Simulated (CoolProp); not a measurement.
Vapour-liquid equilibrium of dimethyl ether (1) + n-hexane (2) at 357.6 K; x and y are mole fractions of (1).

Model: multi-fluid Helmholtz-energy mixture model, Wu 2011 and Thol 2019; pair parameters Bell 2016, in CoolProp.

```json
[
 {"x": "0.05", "bubble pressure (bar)": "2.792", "y at the bubble point": "0.424", "dew pressure at overall composition x (bar)": "1.705", "liquid density (mol/L)": "7.097"},
 {"x": "0.125", "bubble pressure (bar)": "4.562", "y at the bubble point": "0.656", "dew pressure at overall composition x (bar)": "1.852", "liquid density (mol/L)": "7.355"},
 {"x": "0.2", "bubble pressure (bar)": "6.307", "y at the bubble point": "0.758", "dew pressure at overall composition x (bar)": "2.024", "liquid density (mol/L)": "7.626"},
 {"x": "0.275", "bubble pressure (bar)": "8.004", "y at the bubble point": "0.816", "dew pressure at overall composition x (bar)": "2.231", "liquid density (mol/L)": "7.913"},
 {"x": "0.35", "bubble pressure (bar)": "9.641", "y at the bubble point": "0.853", "dew pressure at overall composition x (bar)": "2.483", "liquid density (mol/L)": "8.215"},
 {"x": "0.425", "bubble pressure (bar)": "11.22", "y at the bubble point": "0.880", "dew pressure at overall composition x (bar)": "2.798", "liquid density (mol/L)": "8.535"},
 {"x": "0.5", "bubble pressure (bar)": "12.76", "y at the bubble point": "0.901", "dew pressure at overall composition x (bar)": "3.202", "liquid density (mol/L)": "8.875"},
 {"x": "0.575", "bubble pressure (bar)": "14.28", "y at the bubble point": "0.918", "dew pressure at overall composition x (bar)": "3.740", "liquid density (mol/L)": "9.237"},
 {"x": "0.65", "bubble pressure (bar)": "15.82", "y at the bubble point": "0.933", "dew pressure at overall composition x (bar)": "4.492", "liquid density (mol/L)": "9.623"},
 {"x": "0.725", "bubble pressure (bar)": "17.41", "y at the bubble point": "0.947", "dew pressure at overall composition x (bar)": "5.614", "liquid density (mol/L)": "10.04"},
 {"x": "0.8", "bubble pressure (bar)": "19.09", "y at the bubble point": "0.960", "dew pressure at overall composition x (bar)": "7.453", "liquid density (mol/L)": "10.48"},
 {"x": "0.875", "bubble pressure (bar)": "20.91", "y at the bubble point": "0.974", "dew pressure at overall composition x (bar)": "10.89", "liquid density (mol/L)": "10.95"},
 {"x": "0.95", "bubble pressure (bar)": "22.92", "y at the bubble point": "0.989", "dew pressure at overall composition x (bar)": "17.82", "liquid density (mol/L)": "11.46"}
]
```

No azeotrope shows between x = 0.05 and 0.95.

The pair parameters rest on a limited set of measurements; away from them the model extrapolates. The gap from Raoult's law changes sign with composition, which may be real or a fault of the pair parameters; it wasn't checked against measurements.
